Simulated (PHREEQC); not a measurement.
## Nickel, zinc or cadmium bath: speciation

Dissolve 2.9 mmol/kgw ZnCl2, 0.24 mmol/kgw Na2SO4 and 14 mmol/kgw FeSO4 at 90 °C. Closed to the air; pH follows from the charge balance.

The numbers come from PHREEQC with the ion-association model, phreeqc.dat.

Precipitation was switched off in this run.

**Question.** Predict the pH.

**Answer.** pH 5.19.

**Question.** In which forms is Na present?

**Answer.** Na+ 98 %, NaSO4- 2.3 % of the Na.

Constants without temperature data keep their 25 °C values here.
